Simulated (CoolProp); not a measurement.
Aqueous ethanol as a coolant, at -8 °C, 1 atm.

The numbers come from the Melinder's fits for secondary coolants in CoolProp.

| mass % | freezing point (°C) | cp (kJ/(kg K)) | viscosity (mPa s) | density (kg/m³) | Prandtl number |
|---|---|---|---|---|---|
| 17.8 | [?] | 4.414 | 7.69 | 978.9 | [?] |
| 21.9 | [?] | 4.345 | 8.97 | 975.9 | 90.5 |
| 26 | -16.4 | 4.247 | 10.0 | 972.6 | 104 |
| 30.1 | -20.2 | 4.130 | 10.8 | 968.5 | 114 |
| 34.2 | -24.2 | 4.003 | 11.2 | [?] | 120 |
| 38.3 | -28.0 | [?] | 11.2 | 957.5 | 122 |
| 42.4 | -31.6 | 3.752 | 10.9 | 950.6 | 121 |
| 46.5 | -35.0 | 3.635 | 10.4 | 942.8 | 117 |

Task: Some entries are withheld; supply them.

Result: 
- 17.8, freezing point (°C): -9.4
- 17.8, Prandtl number: 75.1
- 21.9, freezing point (°C): -12.7
- 34.2, density (kg/m³): 963.5
- 38.3, cp (kJ/(kg K)): 3.875
